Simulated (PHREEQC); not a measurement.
## Reverse-osmosis permeate: speciation

Model water analysis in mg/L, 30 °C, pH 5.65, pe -2: Na 6.4; K 0.615; Ca 9.66; Mg 0.548; Cl 24; S(6) as SO4 1.59; Alkalinity as HCO3 6.7; Zn 0.0186; Si as SiO2 0.236; Ba 0.0237.

Na is adjusted to close the charge balance.
Valence states are taken as typed.

Model: ion-association model, phreeqc.dat, run in PHREEQC.

The ionic strength comes out as 0.00110 mol/kgw. The specific conductance is 114 µS/cm.

```json
[
 {"species": "Cl-", "molality": "0.000677", "activity": "0.000652", "log γ": "-0.016"},
 {"species": "CO2", "molality": "0.000513", "activity": "0.000513", "log γ": "0.000"},
 {"species": "Na+", "molality": "0.000276", "activity": "0.000266", "log γ": "-0.016"},
 {"species": "Ca+2", "molality": "0.000240", "activity": "0.000207", "log γ": "-0.065"},
 {"species": "HCO3-", "molality": "0.000112", "activity": "0.000108", "log γ": "-0.016"},
 {"species": "Mg+2", "molality": "2.24e-5", "activity": "1.94e-5", "log γ": "-0.064"},
 {"species": "SO4-2", "molality": "1.59e-5", "activity": "1.37e-5", "log γ": "-0.065"},
 {"species": "K+", "molality": "1.57e-5", "activity": "1.51e-5", "log γ": "-0.016"},
 {"species": "H4SiO4", "molality": "3.93e-6", "activity": "3.93e-6", "log γ": "0.000"},
 {"species": "H+", "molality": "2.32e-6", "activity": "2.24e-6", "log γ": "-0.016"},
 {"species": "CaSO4", "molality": "5.24e-7", "activity": "5.24e-7", "log γ": "0.000"},
 {"species": "CaHCO3+", "molality": "3.16e-7", "activity": "3.05e-7", "log γ": "-0.016"}
]
```

Precipitation was switched off in this run. Complexes and solids missing from the database can't appear.
